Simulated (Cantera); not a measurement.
# Ti + H₂O + CO (metals in furnace atmospheres)

A closed system holds: 1 mol Ti, 1.8 mol H₂O, 1.1 mol CO, at 1748 K and 0.000230 bar.

Cantera equilibrium calculation (NASA polynomials, part measured and part estimated; ideal gas, pure solids and liquids). Candidate condensed phases: C, C₆H₆, C₇H₈, C₈H₁₈, H₂O, Ti, TiC, TiO, TiO₂, Ti₂O₃, Ti₃O₅, Ti₄O₇; 113 gas species. Mutual solubility and eutectic melting of coexisting phases are not modelled. Condensed phases not in the tables: Magnéli phases beyond Ti₄O₇. Rates play no part.

```yaml
x(H₂): 0.594
x(CO): 0.374
x(H₂O): 0.0168
x(H): 0.0116
x(CO₂): 0.00293
x(OH): 1.92e-5
x(TiO₂): 3.69e-6
n(Ti₃O₅(s)): 0.0308 mol
n(Ti₄O₇(s)): 0.227 mol
gas_amount: 2.917 mol
log10 activity of Ti₂O₃(s) (absent): -0.45
log10 activity of C(graphite) (absent): -5.95
log10 activity of Ti(β) (absent): -6.87
```
